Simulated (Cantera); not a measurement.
A freely propagating, adiabatic, planar premixed flame of 24.7 % H2, 15.8 % O2, 59.5 % N2, unburnt at 325 K and 11000 Pa; unity-Lewis-number transport, grid criteria slope 0.08 and curve 0.16, no radiation.

Cantera simulation using the H2/O2 subset of GRI-Mech 3.0, which has no nitrogen chemistry; the numbers are that mechanism's predictions, not measurements. Unity Lewis numbers drop preferential diffusion, which matters most where H2 and H carry the flame. Burning velocities carry a grid error of a few per cent, more on coarse grids.

Problem. Predict: laminar burning velocity; thermal thickness; peak x(HO2); peak x(O); peak x(OH).

Solution. 
| Quantity | Value |
|---|---|
| laminar burning velocity | 116 cm/s |
| thermal thickness | 4.76 mm |
| peak x(HO2) | 8.63e-5 |
| peak x(O) | 0.0142 |
| peak x(OH) | 0.0134 |
